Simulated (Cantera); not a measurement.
An isothermal, constant-pressure homogeneous reactor starts with NO : N2 = 1 : 1.3 (molar parts), at 1973 K and 150000 Pa. Integrator tolerance rtol = 1e-08.

Cantera simulation using GRI-Mech 3.0 (53 species, 325 reactions); the numbers are that mechanism's predictions, not measurements.

```
quantity                                             before                                      after
----------------  -----------------------------------------  -----------------------------------------
x(NO) at 10.0 s     0.00823 (gas-phase equilibrium 0.00715)    0.00684 (gas-phase equilibrium 0.00552)
x(NO2) at 10.0 s    1.83e-5 (gas-phase equilibrium 1.59e-5)    1.10e-5 (gas-phase equilibrium 8.93e-6)
x(O2) at 10.0 s         0.213 (gas-phase equilibrium 0.214)        0.112 (gas-phase equilibrium 0.113)
x(N2O) at 10.0 s    4.97e-7 (gas-phase equilibrium 4.91e-7)    4.09e-7 (gas-phase equilibrium 4.03e-7)
x(O) at 10.0 s    0.000206 (gas-phase equilibrium 0.000206)  0.000149 (gas-phase equilibrium 0.000149)
```

### Question
Which change was made?
A) temperature 1973 to 2050 K
B) pressure from 150000 Pa to 2700 Pa
C) temperature 1973 to 1900 K
D) NO 1 to 0.39 parts

### Answer
D, NO 1 to 0.39 parts
